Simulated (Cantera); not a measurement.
A freely propagating, adiabatic, planar premixed flame of 18.8 % H2, 17.1 % O2, 64.2 % N2, equivalence ratio 0.55, unburnt at 698 K and 1.01 bar; mixture-averaged transport, grid criteria slope 0.08 and curve 0.16, no radiation.

Computed with Cantera and the H2/O2 subset of GRI-Mech 3.0, which has no nitrogen chemistry. Burning velocities carry a grid error of a few per cent, more on coarse grids. Lean hydrogen flames are cellular in practice and burn faster than this planar one.

Problem. Predict: laminar burning velocity; thermal thickness; peak x(H); peak x(H2O2); peak x(O).

Solution. 
```
Quantity                     Value
------------------------  --------
laminar burning velocity  586 cm/s
thermal thickness         0.453 mm
peak x(H)                   0.0225
peak x(H2O2)               1.08e-5
peak x(O)                   0.0131
```
